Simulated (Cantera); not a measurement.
A Cantera script and its output.

```python
import numpy as np
import cantera as ct

gas = ct.Solution("gri30.yaml")
gas.TPX = 623, 100000, {'CH4': 1, 'C2H6': 0.038, 'O2': 2.3, 'N2': 6.68}
flame = ct.FreeFlame(gas, width=0.04)
flame.set_refine_criteria(ratio=3, slope=0.08, curve=0.16)
flame.transport_model = "mixture-averaged"
flame.solve(loglevel=0, auto=True)
z, T = flame.grid, flame.T
thick = (T[-1] - T[0]) / np.gradient(T, z).max()
show = ['CH4', 'C2H6', 'O2', 'H2O2', 'CH3', 'O']
print(f"laminar burning velocity  {flame.velocity[0] * 100:.3f} cm/s")
print(f"burnt temperature         {T[-1]:.1f} K")
print(f"thermal thickness         {thick * 1e3:.4f} mm")
print(f"grid points               {len(z)}")
z0 = z[flame.heat_release_rate.argmax()]
print(f"{'z/mm':>9s}{'T/K':>9s}{'u/(m/s)':>9s}" + "".join(f"{s:>11s}" for s in show))
rows = []
for k in (-3, -2, -1.5, -1, -0.5, -0.25, 0, 0.25, 0.5, 1, 2, 4, 8):
    zz = z0 + k * thick
    rows.append([k * thick, np.interp(zz, z, T), np.interp(zz, z, flame.velocity),
                 *(np.interp(zz, z, flame.X[gas.species_index(s)]) for s in show)])
    print(f"{rows[-1][0] * 1e3:9.3f}{rows[-1][1]:9.1f}{rows[-1][2]:9.3f}" + "".join(f"{x:11.3e}" for x in rows[-1][3:]))
```

Result:

```
laminar burning velocity  191.521 cm/s
burnt temperature         2502.1 K
thermal thickness         0.2556 mm
grid points               154
     z/mm      T/K  u/(m/s)        CH4       C2H6         O2       H2O2        CH3          O
   -0.767    623.1    1.917  9.973e-02  3.790e-03  2.294e-01  7.141e-09  3.381e-08  6.225e-12
   -0.511    624.3    1.924  9.944e-02  3.784e-03  2.289e-01  1.224e-07  5.055e-07  6.338e-10
   -0.383    629.6    1.945  9.880e-02  3.773e-03  2.281e-01  6.318e-07  2.582e-06  1.103e-08
   -0.256    670.4    2.083  9.558e-02  3.737e-03  2.242e-01  3.949e-06  2.401e-05  3.281e-07
   -0.128   1028.2    3.251  7.209e-02  3.393e-03  1.937e-01  1.411e-05  7.369e-04  2.757e-05
   -0.064   1457.5    4.675  4.138e-02  1.825e-03  1.491e-01  9.823e-06  3.313e-03  2.529e-04
    0.000   1870.4    6.072  1.131e-02  1.520e-04  9.517e-02  2.251e-06  3.388e-03  1.561e-03
    0.064   2055.3    6.692  1.169e-03  1.066e-06  6.096e-02  5.793e-07  5.994e-04  4.862e-03
    0.128   2104.6    6.835  6.348e-05  2.024e-09  4.730e-02  3.178e-07  3.684e-05  7.339e-03
    0.256   2152.8    6.949  1.572e-07  2.440e-14  3.980e-02  2.763e-07  1.005e-07  8.146e-03
    0.511   2217.5    7.115  5.442e-11  1.194e-19  3.621e-02  2.360e-07  4.049e-11  7.350e-03
    1.022   2300.6    7.339  4.593e-16  4.220e-26  3.338e-02  2.003e-07  1.815e-15  5.824e-03
    2.045   2389.5    7.576  1.231e-16  3.359e-29  3.037e-02  1.853e-07  8.961e-16  4.206e-03
```

Cantera simulation using GRI-Mech 3.0 (53 species, 325 reactions); the numbers are that mechanism's predictions, not measurements. Burning velocities carry a grid error of a few per cent, more on coarse grids.
